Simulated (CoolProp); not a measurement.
Vapour-liquid equilibrium of diethyl ether (1) + ethanol (2) at 1.1 MPa; x and y are mole fractions of (1).

The numbers come from the multi-fluid Helmholtz-energy mixture model, Thol 2014 and Schroeder 2014; pair parameters Bell 2016 in CoolProp.

Task: Give the bubble temperature and the first vapour's composition at x = 0.275, 0.575, 0.65. Is there an azeotrope?

Result: x = 0.275: 412.2 K, y = 0.461; x = 0.575: 403.2 K, y = 0.701; x = 0.65: 401.7 K, y = 0.747. No azeotrope shows between x = 0.05 and 0.95.

The pair parameters rest on a limited set of measurements; away from them the model extrapolates.
